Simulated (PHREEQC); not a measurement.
Solution (25 °C): 0.074 mol/kgw H2SO4, 0.094 mol/kgw MnSO4 and 5.1e-05 mol/kgw Fe2(SO4)3. Closed to the air; pH follows from the charge balance.

Model: ion-association model, wateq4f.dat, run in PHREEQC.

```json
[
 {"quantity": "pH", "before": "1.30", "after": "1.43"},
 {"quantity": "ionic strength (mol/kgw)", "before": "0.288", "after": "0.245"},
 {"quantity": "HSO4- (mol/kgw)", "before": "0.0845", "after": "0.101"},
 {"quantity": "SO4-2 (mol/kgw)", "before": "0.0482", "after": "0.0294"}
]
```

Problem. Which change was made?
A. MnSO4 replaced by NH4HSO4 at the same molality
B. temperature from 25 to 65 °C
C. diluted 5-fold with water
D. Fe2(SO4)3 replaced by Rb2SO4 at the same molality
E. Fe2(SO4)3 from 5.1e-05 to 0.000102 mol/kgw

Solution. B, temperature from 25 to 65 °C

Precipitation was switched off in this run. Some of these states are supersaturated (in Hematite (slow to form), for instance). Constants without temperature data keep their 25 °C values here.
